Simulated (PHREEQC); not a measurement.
# Copper plating or etch bath: speciation

Consider water at 25 °C with 6.3 mmol/kgw Cu(NO3)2 and 0.19 mmol/kgw HBF4. It is in equilibrium with CO2 at log p = -1 (atm). Otherwise closed; pH follows from the charge balance.

All values are PHREEQC results (ion-association model, phreeqc.dat), not measurements.

Each row changes one thing in this solution. This is a speciation only: nothing precipitates in the calculation.

| case | pH | ionic strength (mol/kgw) | F- (mol/kgw) | HF (mol/kgw) | CuF+ (mol/kgw) | CuHCO3+ (mol/kgw) |
|---|---|---|---|---|---|---|
| as made | 3.35 | 0.0193 | 0.000459 | 0.000267 | 3.12e-5 | 7.27e-6 |
| HBF4 from 0.00019 to 0.000209 mol/kgw | 3.32 | 0.0194 | 0.000492 | 0.000306 | 3.34e-5 | 6.79e-6 |
| HBF4 from 0.00019 to 0.0019 mol/kgw | 2.72 | 0.0209 | 0.00103 | 0.00256 | 6.88e-5 | 1.67e-6 |
| temperature from 25 to 50 °C | 3.41 | 0.0193 | 0.000400 | 0.000324 | 3.28e-5 | 5.44e-6 |
| 6.8e-05 mol/kgw H2SO4 added | 3.27 | 0.0194 | 0.000429 | 0.000299 | 2.90e-5 | 6.04e-6 |
| temperature from 25 to 20 °C | 3.34 | 0.0193 | 0.000470 | 0.000256 | 3.06e-5 | 7.66e-6 |
| Cu(NO3)2 from 0.0063 to 0.00945 mol/kgw | 3.35 | 0.0288 | 0.000456 | 0.000259 | 4.26e-5 | 1.02e-5 |

At this temperature some constants are extrapolated from 25 °C, and those without enthalpy data are left unchanged. Real BF4- forms and hydrolyses slowly; the run takes it at equilibrium.
